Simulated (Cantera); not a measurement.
An isothermal plug-flow reactor at 950 K and 1.00 atm (inlet), inlet velocity 3.2 m/s, active area per volume 1600 1/m; feed 0.306 % CO, 13.7 % O2, 83.3 % N2, 2.64 % H2O.

Computed with Cantera and Deutschmann's 1995 Pt surface mechanism with GRI-Mech 3.0 gas chemistry. Catalytic surfaces can have several steady states; this one follows from the mechanism file's or the stated starting coverage. Mass transfer to the wall is taken as infinitely fast.

x: gas mole fraction; θ: surface coverage.

| z (m) | x CO | x O2 | x H2O | x CO2 | θ free Pt | θ O* | θ OH* |
|---|---|---|---|---|---|---|---|
| 6.2e-05 | [?] | 0.137 | 0.0264 | 0.000653 | 0.149 | 0.847 | 0.00314 |
| 0.00013 | [?] | 0.137 | 0.0264 | 0.00118 | 0.145 | 0.852 | 0.00311 |
| 0.00029 | [?] | 0.136 | 0.0264 | 0.00197 | 0.139 | 0.857 | 0.00306 |
| 0.00062 | [?] | 0.136 | 0.0264 | 0.00268 | 0.135 | 0.862 | 0.00302 |
| 0.0013 | [?] | 0.136 | 0.0264 | 0.00301 | 0.133 | 0.864 | 0.00300 |
| 0.0029 | [?] | 0.136 | 0.0264 | 0.00306 | 0.133 | 0.864 | 0.00300 |
| 0.0062 | 2.34e-11 | 0.136 | 0.0264 | 0.00306 | 0.133 | 0.864 | 0.00300 |

Problem. Fill in the missing entries.

Solution. 
- 6.2e-05, x CO: 0.00241
- 0.00013, x CO: 0.00188
- 0.00029, x CO: 0.00110
- 0.00062, x CO: 0.000388
- 0.0013, x CO: 5.00e-5
- 0.0029, x CO: 4.27e-7
